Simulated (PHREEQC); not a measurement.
Solution (20 °C): 0.01 mol/kgw H2SO4 and 7.6e-07 mol/kgw H4SiO4. Closed to the air; pH follows from the charge balance.

Computed with PHREEQC (ion-association model, wateq4f.dat).

Problem. The ionic strength comes out as 0.0211 mol/kgw. What activity coefficients do H+, HSO4-, SO4-2 get?

Solution. H+ 0.89, HSO4- 0.87, SO4-2 0.58.

No solid was allowed to form.
